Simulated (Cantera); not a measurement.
A perfectly stirred reactor is fed with 25.2 % H2, 15.7 % O2, 59.1 % N2, at 510000 Pa; it is adiabatic with a 650 K inlet, and is followed from long to short residence time, starting on the burning branch (τ in s: 0.046, 0.022, 0.011, 0.005, 0.0024, 0.0011, 0.00055, 0.00026, 0.00012, 6e-05).

Detailed kinetics in Cantera: the H2/O2 subset of GRI-Mech 3.0, which has no nitrogen chemistry. The hydrogen kinetics of GRI-Mech 3.0 are dated; newer H2 mechanisms differ, most at raised pressure.

x: mole fraction; the columns are a selection and need not sum to one.

```tsv
τ (s)	T (K)	x H2	x O2	x HO2	x H2O2	x H	x O
0.046	2435	0.00291	0.0348	7.88e-6	7.20e-7	0.000457	0.000877
0.022	2435	0.00295	0.0348	7.91e-6	7.21e-7	0.000464	0.000885
0.011	2434	0.00301	0.0349	7.97e-6	7.21e-7	0.000479	0.000900
0.0050	2432	0.00317	0.0349	8.10e-6	7.24e-7	0.000513	0.000937
0.0024	2428	0.00348	0.0349	8.37e-6	7.29e-7	0.000583	0.00101
0.0011	2419	0.00413	0.0351	8.99e-6	7.43e-7	0.000742	0.00116
0.00055	2405	(withheld)	0.0353	(withheld)	7.74e-7	(withheld)	(withheld)
0.00026	2379	0.00716	0.0357	1.26e-5	8.44e-7	0.00169	0.00195
0.00012	2335	0.0103	0.0366	1.75e-5	9.79e-7	0.00301	0.00286
6.0e-5	2277	0.0142	0.0379	2.53e-5	1.16e-6	0.00513	0.00407
```

Problem. Fill in the missing entries.

Solution. 
- 0.00055, x H2: 0.00520
- 0.00055, x HO2: 1.01e-5
- 0.00055, x H: 0.00104
- 0.00055, x O: 0.00143
